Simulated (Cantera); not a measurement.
Feed: 1 mol PbO, 0.97 mol CO, 0.11 mol N2, equilibrated at 1273.15 K and 2900 Pa.

Cantera equilibrium calculation (NASA polynomials, part measured and part estimated; ideal gas, pure solids and liquids). Candidate condensed phases: C, Pb, PbO, PbO2, Pb3O4; 27 gas species. Each liquid is taken as pure. Mutual solubility and eutectic melting of coexisting phases are not modelled. Gases not in the tables: (PbO)n polymers. Equilibrium is a limit: real reactors are often held back by kinetics, nucleation or transport.

Base state: CO2 0.832, N2 0.0944, Pb 0.0634, PbO 0.00967, CO 0.000592 (mole fractions); condensed: Pb(l) + PbO(l).

Question: What changes in the equilibrium state with this change: temperature from 1273.15 K to 750 K?

Answer: 
| species | before | after |
|---|---|---|
| CO2 | 0.832 | 0.898 |
| N2 | 0.0944 | 0.102 |
| CO | 0.000592 | 7.12e-6 |
| Pb | 0.0634 | 3.27e-7 |
| PbO | 0.00967 | <1e-9 |
| Pb(l), mol | 0.895 | 0.970 |
| PbO(l), mol | 0.0194 | 0 |
| PbO(red), mol | 0 | 0.0300 |

Question: What changes in the equilibrium state with this change: temperature from 1273.15 K to 800 K?

Answer: 
```json
[
 {"species": "CO2", "before": "0.832", "after": "0.898"},
 {"species": "N2", "before": "0.0944", "after": "0.102"},
 {"species": "CO", "before": "0.000592", "after": "1.34e-5"},
 {"species": "Pb", "before": "0.0634", "after": "2.12e-6"},
 {"species": "PbO", "before": "0.00967", "after": "2.41e-9"},
 {"species": "Pb(l), mol", "before": "0.895", "after": "0.970"},
 {"species": "PbO(l), mol", "before": "0.0194", "after": "0"},
 {"species": "PbO(yellow), mol", "before": "0", "after": "0.0300"}
]
```

Question: What changes in the equilibrium state with this change: temperature from 1273.15 K to 1350 K?

Answer: 
```csv
species,before,after
CO2,0.832,0.724
Pb,0.0634,0.169
N2,0.0944,0.0822
PbO,0.00967,0.0237
Pb2,4.77e-6,2.43e-5
CO,0.000592,0.00129
"Pb(l), mol",0.895,0.743
"PbO(l), mol",0.0194,0
```
